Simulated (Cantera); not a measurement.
Feed: 1 mol CaO, 2.9 mol Cl2, 0.49 mol H2, held at 1000 °C and 0.100 bar.

Cantera equilibrium calculation (NASA polynomials, part measured and part estimated; ideal gas, pure solids and liquids). Candidate condensed phases: Ca, CaCl2, CaO, Ca(OH)2, H2O; 21 gas species. Condensed phases not in the tables: oxide chlorides. Kinetics and transport are ignored.

Base state: Cl2 0.475, HCl 0.331, O2 0.170, Cl 0.0211, H2O 0.00221, CaCl2 0.000338, ClO 9.49e-5, HOCl 1.08e-5 (mole fractions); condensed: CaCl2(l).

Q: What changes in the equilibrium state with this change: Cl2 from 2.9 to 24 mol?

A: 
```tsv
species	before	after
Cl2	0.475	0.910
HCl	0.331	0.0402
Cl	0.0211	0.0293
O2	0.170	0.0205
CaCl2	0.000338	0.000338
H2O	0.00221	5.90e-6
HOCl	1.08e-5	4.57e-7
ClO	9.49e-5	4.56e-5
CaCl2(l), mol	0.999	0.992
```

Q: What changes in the equilibrium state with this change: H2 from 0.49 to 2 mol?

A: 
| species | before | after |
|---|---|---|
| HCl | 0.331 | 0.785 |
| O2 | 0.170 | 0.0785 |
| H2O | 0.00221 | 0.0782 |
| Cl2 | 0.475 | 0.0512 |
| Cl | 0.0211 | 0.00694 |
| CaCl2 | 0.000338 | 0.000338 |
| ClO | 9.49e-5 | 2.12e-5 |
| HOCl | 1.08e-5 | 1.74e-5 |
| CaCl2(l), mol | 0.999 | 0.999 |

Q: What changes in the equilibrium state with this change: pressure from 0.100 bar to 69.0 Pa?

A: 
```
species          before     after
-------------  --------  --------
Cl2               0.475     0.311
HCl               0.331     0.287
Cl               0.0211     0.206
CaCl2          0.000338    0.0490
O2                0.170     0.147
HOCl            1.08e-5   7.24e-7
H2O             0.00221  0.000196
ClO             9.49e-5   7.13e-5
CaCl2(l), mol     0.999     0.833
```
